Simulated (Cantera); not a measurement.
**BCl3 + O2 + H2 (boron, boron nitride and boron oxide)**

A closed system holds: 1 mol BCl3, 4.2 mol O2, 0.29 mol H2, held at 16.0 Pa.

Method: chemical equilibrium by Gibbs-energy minimisation in Cantera with the NASA 1993 tables (ideal gas, pure condensed phases). Candidate condensed phases: B, B2O3, B3O3H3, H2O; 33 gas species. The tables' values for BOCl are old estimates; treat these amounts as uncertain. Rates play no part.

From 875 K to 1375 K the condensed part is B2O3(l). From 1475 K to 2075 K nothing is condensed. The main B-bearing gas is HBO2 at 875 K and BO2 at 2075 K.

| T (K) | log p O2 | log p Cl | log p Cl2 | log p HCl | log p B2O3 | log p O | log p BO2 | log p HBO2 | n B2O3(l) |
|---|---|---|---|---|---|---|---|---|---|
| 875 | -3.98 | -6.55 | -4.43 | -4.76 | -14.46 | -13.68 | -14.22 | -9.44 | 0.500 |
| 975 | -3.98 | -5.80 | -4.44 | -4.76 | -12.01 | -12.13 | -12.17 | -8.54 | 0.500 |
| 1075 | -3.99 | -5.20 | -4.48 | -4.76 | -10.03 | -10.88 | -10.51 | -7.81 | 0.500 |
| 1175 | -4.00 | -4.74 | -4.59 | -4.78 | -8.40 | -9.84 | -9.14 | -7.19 | 0.499 |
| 1275 | -4.03 | -4.43 | -4.85 | -4.81 | -7.04 | -8.97 | -7.99 | -6.61 | 0.491 |
| 1375 | -4.06 | -4.28 | -5.31 | -4.86 | -5.88 | -8.23 | -7.01 | -6.03 | 0.422 |
| 1475 | -4.10 | -4.26 | -5.90 | -4.97 | -5.02 | -7.59 | -6.24 | -5.56 | 0 |
| 1575 | -4.11 | -4.24 | -6.43 | -5.01 | -5.05 | -7.02 | -5.96 | -5.47 | 0 |
| 1675 | -4.11 | -4.23 | -6.91 | -5.05 | -5.09 | -6.52 | -5.71 | -5.40 | 0 |
| 1775 | -4.12 | -4.23 | -7.35 | -5.09 | -5.14 | -6.08 | -5.50 | -5.35 | 0 |
| 1875 | -4.13 | -4.22 | -7.74 | -5.13 | -5.20 | -5.68 | -5.32 | -5.32 | 0 |
| 1975 | -4.15 | -4.22 | -8.10 | -5.19 | -5.29 | -5.33 | -5.17 | -5.32 | 0 |
| 2075 | -4.18 | -4.23 | -8.43 | -5.25 | -5.40 | -5.02 | -5.06 | -5.36 | 0 |
log p: log10 of the partial pressure in bar; n: condensed amount in mol.
